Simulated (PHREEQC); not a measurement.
## Arsenic or selenium liquor: an equilibrium model

A solution holds 0.0006 mol Na2HAsO4, 0.0017 mol HCl and 0.0061 mol CaCl2 per kg of water, at 55 °C. Closed to the air; pH follows from the charge balance.

Equilibrium calculation in PHREEQC: ion-association model, wateq4f.dat.

Each row changes one thing in this solution. This is a speciation only: nothing precipitates in the calculation.

```csv
case,pH,ionic strength (mol/kgw),SI of Halite (NaCl)
as made,3.05,0.0205,-6.55
Na2HAsO4 replaced by Na2SiF6 at the same molality,2.89,0.0209,-6.55
temperature from 55 to 60 °C,3.06,0.0205,-6.56
Na2HAsO4 from 0.0006 to 0.00012 mol/kgw,?,0.0201,-7.25
CaCl2 left out,?,0.00219,-7.38
```

Q: Some entries are withheld; supply them.

A: 
- Na2HAsO4 from 0.0006 to 0.00012 mol/kgw, pH: 2.86
- CaCl2 left out, pH: 3.03

Species that the database lacks are ignored. Some of these states are supersaturated (in Fluorite, Quartz (slow to form), for instance). Away from 25 °C the constants follow the database's enthalpies or fits; those with neither stay at their 25 °C values. SiF6-2 is the database's only silicon fluoride.
